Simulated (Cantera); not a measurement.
What does this Cantera script print?

```python
import numpy as np
import cantera as ct

gas_names = """
    O2 H2O
""".split()
cond_names = """
    Ba(L) BaO(s) BaO2H2(L)
""".split()


# ... load() reads the species with a 1 bar reference pressure and builds the phases ...
species = {s.name: s for s in load("nasa_gas.yaml", gas_names) + load("nasa_condensed.yaml", cond_names)}
T = 1450
g = {n: (s.thermo.h(T) - T * s.thermo.s(T)) / (ct.gas_constant * T * np.log(10)) for n, s in species.items()}
valid = cond_names  # the entries whose range holds T


def stable(la, lb):
    # potentials (over RT ln 10) of the two non-metals from log10 p(O2) and log10 p(H2O) in bar
    mu = {}
    mu["O"] = (g["O2"] + la) / 2
    mu["H"] = (g["H2O"] + lb - 1 * mu["O"]) / 2
    cost = {}
    for n in valid:
        c = species[n].composition
        cost[n] = (g[n] - sum(c.get(e, 0) * m for e, m in mu.items())) / c["Ba"]
    return min(cost, key=cost.get)


results = []
for lb in [1, 0.1, -0.7, -1.6, -2.4, -3.3, -4.1, -5, -5.9, -6.7, -7.6, -8.4, -9.3, -10.1, -11]:
    row = [stable(la, lb) for la in [-25, -23.4, -21.9, -20.3, -18.8, -17.2, -15.6, -14.1, -12.5, -10.9, -9.4, -7.8, -6.2, -4.7, -3.1, -1.6, 0]]
    results.append(row)
    print(f"{lb:6.1f}  " + " ".join(f"{valid.index(n):x}" for n in row))
print("key: " + ", ".join(f"{i:x} {n}" for i, n in enumerate(valid)))
```

It prints:

```
   1.0  2 2 2 2 2 2 2 2 2 2 2 2 2 2 2 2 2
   0.1  1 1 1 1 1 1 1 1 1 1 1 1 1 1 1 1 1
  -0.7  1 1 1 1 1 1 1 1 1 1 1 1 1 1 1 1 1
  -1.6  1 1 1 1 1 1 1 1 1 1 1 1 1 1 1 1 1
  -2.4  1 1 1 1 1 1 1 1 1 1 1 1 1 1 1 1 1
  -3.3  1 1 1 1 1 1 1 1 1 1 1 1 1 1 1 1 1
  -4.1  1 1 1 1 1 1 1 1 1 1 1 1 1 1 1 1 1
  -5.0  1 1 1 1 1 1 1 1 1 1 1 1 1 1 1 1 1
  -5.9  1 1 1 1 1 1 1 1 1 1 1 1 1 1 1 1 1
  -6.7  1 1 1 1 1 1 1 1 1 1 1 1 1 1 1 1 1
  -7.6  1 1 1 1 1 1 1 1 1 1 1 1 1 1 1 1 1
  -8.4  1 1 1 1 1 1 1 1 1 1 1 1 1 1 1 1 1
  -9.3  1 1 1 1 1 1 1 1 1 1 1 1 1 1 1 1 1
 -10.1  1 1 1 1 1 1 1 1 1 1 1 1 1 1 1 1 1
 -11.0  1 1 1 1 1 1 1 1 1 1 1 1 1 1 1 1 1
key: 0 Ba(L), 1 BaO(s), 2 BaO2H2(L)
```

Standard-state values (1 bar) from the NASA 1993 polynomials, evaluated with Cantera. Not in the tables: the peroxide. Part of the grid cannot be reached: there another gas would pass 10 bar, or a non-metal would condense.
